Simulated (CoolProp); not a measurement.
Computed with CoolProp (reference Helmholtz-energy equation of state, Span 2000).

Problem. For nitrogen, give the phase and the Z, cp (kJ/(kg K)), cv (kJ/(kg K)), speed of sound (m/s) at 174.4 K and 4.41 MPa; 214.6 K and 4.41 MPa.

Solution. 
- 174.4 K and 4.41 MPa: supercritical; Z 0.845, cp 1.45, cv 0.799, speed of sound 260
- 214.6 K and 4.41 MPa: supercritical; Z 0.936, cp 1.22, cv 0.769, speed of sound 300
